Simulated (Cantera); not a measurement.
## Equilibrium for nitride etching: BN + H2O

Input: 1 mol BN, a varied amount of H2O, held at 1348.15 K and 100000 Pa.

Cantera equilibrium calculation (NASA polynomials, part measured and part estimated; ideal gas, pure solids and liquids). Candidate condensed phases: B, BN, B2O3, B3O3H3, H2O; 39 gas species. Gases not in the tables: H3BO3. Rates play no part.

```csv
n(H2O) (mol),log p H2O,log p H2,log p N2,log p (HBO2)3,log p HBO2,log p NH3,n B2O3(l)
1.8,-0.89,-0.19,-0.66,-3.48,-2.71,-4.60,0.497
2.3,-0.55,-0.27,-0.75,-2.97,-2.54,-4.77,0.492
2.9,-0.39,-0.36,-0.83,-2.74,-2.47,-4.94,0.485
3.7,-0.29,-0.45,-0.92,-2.58,-2.41,-5.12,0.475
4.7,-0.22,-0.54,-1.02,-2.47,-2.38,-5.31,0.463
6,-0.16,-0.64,-1.11,-2.40,-2.35,-5.50,0.447
7.7,-0.13,-0.74,-1.21,-2.34,-2.33,-5.70,0.425
9.8,-0.10,-0.84,-1.31,-2.30,-2.32,-5.90,0.398
12,-0.08,-0.92,-1.40,-2.27,-2.31,-6.07,0.369
16,-0.06,-1.04,-1.52,-2.24,-2.30,-6.31,0.317
20,-0.05,-1.14,-1.61,-2.23,-2.29,-6.50,0.265
26,-0.04,-1.25,-1.72,-2.21,-2.29,-6.72,0.187
```
log p: log10 of the partial pressure in bar; n: condensed amount in mol.

From 1.8 mol H2O to 26 mol H2O the condensed part is B2O3(l). The share of B in condensed phases is highest at 1.8 mol H2O (99.3 %) and lowest at 26 mol H2O (37.3 %).
